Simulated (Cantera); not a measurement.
Input (Python, Cantera) and output of one run.

```python
import numpy as np
import cantera as ct

gas_names = [...]  # 114 gases of nasa_gas.yaml made of C, Fe, H, O
cond_names = """
    C(gr) C6H6(L) C7H8(L) C8H18(L),n-octa Fe(a) Fe(c) Fe(d) Fe(L) FeC5O5(L) FeO(s) FeO(L) Fe(OH)2(s)
    Fe(OH)3(s) Fe2O3(s) Fe3O4(s) H2O(s) H2O(L)
""".split()


# ... load() reads the species with a 1 bar reference pressure and builds the phases ...
atoms = {
    'Fe3O4': {'Fe': 3, 'O': 4},
    'CO': {'C': 1, 'O': 1},
    'H2': {'H': 2},
}
top_T = {'C(gr)': 4500, 'Fe2O3(s)': 1830, 'Fe3O4(s)': 1870}  # K; cautious upper limits of use, not melting points


# ... equilibrate(T, P, feed) seeds the gas with the atoms and calls Mixture.equilibrate('TP', solver="vcs", rtol=1e-11, max_steps=5000) ...
results = []
feed = {'Fe3O4': 1, 'CO': 15, 'H2': 0.84}  # mol
T = 900  # K
for P in [10, 42, 180, 750, 3200, 13000, 56000, 240000, 1000000]:
    mix = equilibrate(T, P, feed)
    results.append((T, P, feed, dict(zip(mix.species_names, mix.species_moles))))

top = {s: max(r[3][s] / sum(r[3][g] for g in gas_names) for r in results) for s in gas_names}
cols = sorted((s for s in top if top[s] > 0.001), key=lambda s: -top[s])[:5]
seen = [c for c in cond_names if any(r[3].get(c, 0) > 1e-12 for r in results)]
print("log10 of partial pressures in bar; condensed amounts in mol")
print(f"{'P/Pa':>10s}" + "".join(f"{s[:9]:>10s}" for s in cols + seen))
for T, P, feed, n in results:
    ng = sum(n[g] for g in gas_names)
    print(f"{P:10.4g}" + "".join(f"{np.log10(max(n[s] / ng * P / 1e5, 1e-99)):10.3f}" for s in cols)
          + "".join(f"{n.get(c, 0):10.4g}" for c in seen))
```

Output:

```
log10 of partial pressures in bar; condensed amounts in mol
      P/Pa       CO2        CO       H2O        H2       CH4     C(gr)     Fe(a)    FeO(s)
        10    -4.649    -4.141    -6.200    -5.330   -14.053         0     2.655    0.3448
        42    -4.026    -3.518    -5.577    -4.707   -12.183         0     2.655    0.3448
       180    -3.394    -2.886    -4.945    -4.075   -10.287         0     2.655    0.3448
       750    -2.774    -2.266    -4.325    -3.455    -8.428         0     2.655    0.3448
      3200    -2.144    -1.636    -3.695    -2.825    -6.538         0     2.655     0.345
   1.3e+04    -1.415    -1.081    -2.849    -2.153    -4.812     2.954         0         3
   5.6e+04    -0.538    -0.643    -1.819    -1.561    -3.628     4.927         0         3
   2.4e+05     0.218    -0.265    -0.937    -1.058    -2.621     6.126         0         3
     1e+06     0.898     0.075    -0.178    -0.638    -1.783     6.747         0         3
```

Method: chemical equilibrium by Gibbs-energy minimisation in Cantera with the NASA 1993 tables (ideal gas, pure condensed phases). The tables' stoichiometric FeO is somewhat more stable than real wüstite, so its field is too wide. FeO: taken at fixed stoichiometry. Condensed phases not in the tables: cementite and carbon dissolved in iron.
